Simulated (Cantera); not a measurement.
Input: 1 mol Ta2O5, 1.9 mol CH4, 0.54 mol H2, at 0.700 bar.

Equilibrium computed with Cantera from the NASA thermochemical tables; the gas is ideal and each condensed phase is pure. Candidate condensed phases: C, C6H6, C7H8, C8H18, H2O, Ta, TaC, Ta2O5; 113 gas species. Mutual solubility and eutectic melting of coexisting phases are not modelled. TaC: taken at fixed stoichiometry. Condensed phases not in the tables: Ta2C. Kinetics and transport are ignored.

x: gas mole fraction; n: condensed amount in mol.

```tsv
T (°C)	x H2	x CO	x CH4	x H2O	x CO2	x H	x C2H6	n C(graphite)	n Ta2O5(s)	n TaC(s)
650	0.875	5.74e-5	0.125	5.43e-5	7.28e-9	2.74e-10	1.51e-6	1.42	1.000	0
750	0.951	0.00117	0.0475	0.000213	3.41e-7	4.83e-9	5.10e-7	1.70	0.999	0.00229
850	0.967	0.0137	0.0192	0.000611	7.91e-6	5.00e-8	1.77e-7	1.73	0.988	0.0247
950	0.885	0.106	0.00731	0.00132	0.000108	3.38e-7	5.35e-8	1.15	0.896	0.207
1050	0.759	0.237	(withheld)	(withheld)	0.000300	(withheld)	(withheld)	0	0.728	0.544
1150	0.760	0.237	0.000278	0.00216	0.000297	6.92e-6	2.51e-10	0	0.727	0.546
1250	0.760	0.237	(withheld)	(withheld)	0.000295	(withheld)	(withheld)	0	0.726	0.547
1350	0.760	0.237	1.97e-5	0.00290	0.000292	7.20e-5	2.72e-12	0	0.726	0.548
```

Problem. What belongs in the gaps?

Solution. 
- 1050, x CH4: 0.00142
- 1050, x H2O: 0.00178
- 1050, x H: 1.65e-6
- 1050, x C2H6: 4.08e-9
- 1250, x CH4: 6.77e-5
- 1250, x H2O: 0.00253
- 1250, x H: 2.41e-5
- 1250, x C2H6: 2.24e-11
